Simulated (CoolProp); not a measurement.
A single-stage vapour-compression cycle with R245fa: evaporating at 314.15 K (dew point), condensing at 373.15 K (bubble point), superheat 8 K, subcooling 0 K, compressor efficiency 0.85, no pressure losses. Each further row changes one setting.

The numbers come from the reference Helmholtz-energy equation of state, Akasaka 2015 in CoolProp.

```csv
case,cooling COP,pressure ratio,discharge temperature (K),refrigerating effect (kJ/kg),volumetric capacity (kJ/m³)
as stated,…,4.88,374.6,103,1450
evaporating temperature 319.15 K,…,4.16,…,107,…
condensing temperature 368.15 K,3.50,4.36,370.2,111,1550
subcooling 5 K,3.27,4.88,374.6,111,1560
superheat 18 K,3.16,4.88,383.7,113,1520
compressor efficiency 0.75,2.68,4.88,…,103,1450
```

Task: What belongs in the gaps?

Result: 
- as stated, cooling COP: 3.04
- evaporating temperature 319.15 K, cooling COP: 3.49
- evaporating temperature 319.15 K, discharge temperature (K): 375.0
- evaporating temperature 319.15 K, volumetric capacity (kJ/m³): 1750
- compressor efficiency 0.75, discharge temperature (K): 378.2
